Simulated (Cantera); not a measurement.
A closed system holds: 1 mol C2F6, 1.5 mol H2, at 600 K and 1.60 mbar.

These are equilibrium values from Cantera (NASA tables, ideal gas, pure condensed phases), not measurements of a reactor. Candidate condensed phases: C, C6H6, C7H8, C8H18; 95 gas species. The feed counts by its element totals alone. Condensed phases not in the tables: fluorocarbon polymer. Gases not in the tables: C2F6 and larger saturated fluorocarbons. Rates play no part.

Base state: HF 0.800, CF4 0.200 (mole fractions); condensed: C(graphite).

Question: What changes in the equilibrium state with this change: temperature from 600 K to 2100 K?

Answer: 
```tsv
species	before	after
HF	0.800	0.645
F	<1e-9	0.165
CF2	<1e-9	0.136
CF4	0.200	0.0494
CF3	<1e-9	0.00290
CF	<1e-9	0.00122
H	<1e-9	1.44e-5
C(graphite), mol	1.25	1.12
```

Question: What changes in the equilibrium state with this change: H2 from 1.5 to 0.16 mol?

Answer: 
```
species           before  after
----------------  ------  -----
CF4                0.200  0.816
HF                 0.800  0.184
C(graphite), mol    1.25  0.580
```

Question: What changes in the equilibrium state with this change: C2F6 replaced by CH3Cl?

Answer: 
```
species           before   after
----------------  ------  ------
H2                 <1e-9   0.636
HCl                    0   0.303
CH4                <1e-9  0.0610
HF                 0.800       0
CF4                0.200       0
C(graphite), mol    1.25   0.799
```
